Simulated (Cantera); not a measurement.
A freely propagating, adiabatic, planar premixed flame of CH₄ : H₂ : O₂ : N₂ : CO₂ = 1 : 0.16 : 2.7 : 11.6 : 4.3 (molar parts), equivalence ratio 0.77, unburnt at 650 K and 100.0 Torr; mixture-averaged transport, grid criteria slope 0.08 and curve 0.16, no radiation.

Computed with Cantera and GRI-Mech 3.0 (53 species, 325 reactions). Burning velocities carry a grid error of a few per cent, more on coarse grids.

Question: Predict: laminar burning velocity; thermal thickness; peak x(CH₃); peak x(O).

Answer: 
* **laminar burning velocity**: 56.9 cm/s
* **thermal thickness**: 4.41 mm
* **peak x(CH₃)**: 0.000617
* **peak x(O)**: 0.00278
